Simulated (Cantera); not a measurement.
An adiabatic, constant-volume homogeneous reactor starts with H2 : O2 : N2 = 1 : 0.208 : 0.783 (molar parts), at 1498 K and 218 Torr. Integrator tolerance rtol = 1e-08.

Detailed kinetics in Cantera: the H2/O2 subset of GRI-Mech 3.0, which has no nitrogen chemistry.

**Question.** What does this change do: initial temperature 1498 to 950 K?

**Answer.** 
```json
[
 {"quantity": "time of steepest temperature rise", "before": "50.9 µs", "after": "1.18 ms"},
 {"quantity": "temperature at 0.500 s", "before": "2774 K", "after": "2618 K"},
 {"quantity": "equilibrium temperature", "before": "2774 K", "after": "2618 K"},
 {"quantity": "x(H2) at 0.500 s", "before": "0.295 (gas-phase equilibrium 0.295)", "after": "0.311 (gas-phase equilibrium 0.311)"},
 {"quantity": "x(O2) at 0.500 s", "before": "0.000406 (gas-phase equilibrium 0.000406)", "after": "7.62e-5 (gas-phase equilibrium 7.62e-5)"},
 {"quantity": "x(H2O2) at 0.500 s", "before": "3.61e-8 (gas-phase equilibrium 3.61e-8)", "after": "1.50e-8 (gas-phase equilibrium 1.50e-8)"},
 {"quantity": "x(O) at 0.500 s", "before": "0.00141 (gas-phase equilibrium 0.00141)", "after": "0.000260 (gas-phase equilibrium 0.000260)"},
 {"quantity": "x(HO2) at 0.500 s", "before": "3.06e-7 (gas-phase equilibrium 3.06e-7)", "after": "6.97e-8 (gas-phase equilibrium 6.97e-8)"},
 {"quantity": "x(OH) at 0.500 s", "before": "0.0114 (gas-phase equilibrium 0.0114)", "after": "0.00461 (gas-phase equilibrium 0.00461)"}
]
```
